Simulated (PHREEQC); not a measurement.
Solution (25 °C): 0.0052 mol/kgw CuSO4 and 0.00077 mol/kgw MgSO4. Closed to the air; pH follows from the charge balance.

All values are PHREEQC results (ion-association model, wateq4f.dat), not measurements.

```yaml
pH: 5.03
ionic_strength: 0.0179 mol/kgw
```

| species | molality | activity | log γ |
|---|---|---|---|
| SO4-2 | 0.00447 | 0.00267 | -0.224 |
| Cu+2 | 0.00390 | 0.00237 | -0.216 |
| CuSO4 | 0.00129 | 0.00129 | 0.002 |
| Mg+2 | 0.000559 | 0.000340 | -0.216 |
| MgSO4 | 0.000211 | 0.000212 | 0.002 |
| H+ | 1.06e-5 | 9.44e-6 | -0.049 |
| Cu2(OH)2+2 | 4.69e-6 | 2.76e-6 | -0.230 |
| CuOH+ | 2.87e-6 | 2.51e-6 | -0.058 |
| HSO4- | 2.79e-6 | 2.45e-6 | -0.057 |
| Cu(OH)2 | 5.54e-7 | 5.56e-7 | 0.002 |
| OH- | 1.22e-9 | 1.06e-9 | -0.059 |

This is a speciation only: nothing precipitates in the calculation. Examples of supersaturated solids here: Antlerite, Brochantite. Others may be too.
